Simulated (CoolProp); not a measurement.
R113 along the isotherm 226.85 °C: Z from the reference equation and from simpler models built on Tc = 214.1 °C, pc = 3.392 MPa, ω = 0.253; each cubic takes its own stable root.

The numbers come from the reference Helmholtz-energy equation of state, Marx 1992 in CoolProp.

```json
[
 {"p (MPa)": "3.39", "phase": "gas", "reference": "0.5554"},
 {"p (MPa)": "6.78", "phase": "supercritical", "reference": "0.3194"},
 {"p (MPa)": "10.2", "phase": "supercritical", "reference": "0.4377"},
 {"p (MPa)": "13.6", "phase": "supercritical", "reference": "0.5545"},
 {"p (MPa)": "17", "phase": "supercritical", "reference": "0.6688"},
 {"p (MPa)": "20.4", "phase": "supercritical", "reference": "0.7806"},
 {"p (MPa)": "23.7", "phase": "supercritical", "reference": "0.8870"},
 {"p (MPa)": "27.1", "phase": "supercritical", "reference": "0.9948"},
 {"p (MPa)": "30.5", "phase": "supercritical", "reference": "1.101"},
 {"p (MPa)": "33.9", "phase": "supercritical", "reference": "1.206"}
]
```

How far does each simpler model (van der Waals, Redlich-Kwong, Soave-Redlich-Kwong) lie from the reference over these 10 states: mean and median of the absolute difference, and the worst?


- van der Waals: mean 30.9 %, median 33.7 %, worst +35.8 % at 226.85 °C and 6.78 MPa
- Redlich-Kwong: mean 5.5 %, median 4.4 %, worst +13.6 % at 226.85 °C and 6.78 MPa
- Soave-Redlich-Kwong: mean 6.1 %, median 4.8 %, worst +15.4 % at 226.85 °C and 6.78 MPa
